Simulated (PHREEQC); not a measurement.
A solution holds 0.0038 mol NaOH and 0.0003 mol Mn(NO3)2 per kg of water, at 35 °C. Closed to the air; pH follows from the charge balance.

Computed with PHREEQC (ion-association model, phreeqc.dat).

Precipitation was switched off in this run.

Problem. Estimate the pH, ionic strength.

Solution. pH 11.20; ionic strength 0.00417 mol/kgw.

Problem. In which forms is Mn present?

Solution. MnOH+ 87 %, Mn+2 12 %, Mn(OH)3- 0.6 % of the Mn.

Species that the database lacks are ignored.
